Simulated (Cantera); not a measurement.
**Equilibrium for carbon deposition, reforming and gasification: C₂H₂ + NH₃**

Charge: 1 mol C₂H₂, 0.26 mol NH₃, at 2150 K and 1500 Pa.

Method: chemical equilibrium by Gibbs-energy minimisation in Cantera with the NASA 1993 tables (ideal gas, pure condensed phases). Candidate condensed phases: C, C₆H₆, C₇H₈, C₈H₁₈; 92 gas species. The numbers say what is thermodynamically allowed, not how fast it happens.

| Property | Value |
|---|---|
| x(H₂) | 0.878 |
| x(N₂) | 0.0805 |
| x(H) | 0.0323 |
| x(HCN) | 0.00679 |
| x(C₂H₂ (acetylene)) | 0.00170 |
| x(HNC) | 0.000497 |
| x(CN) | 8.07e-6 |
| x(CH₄) | 3.40e-6 |
| x(CH₃) | 2.41e-6 |
| n(C(graphite)) | 1.98 mol |
| gas amount | 1.545 mol |
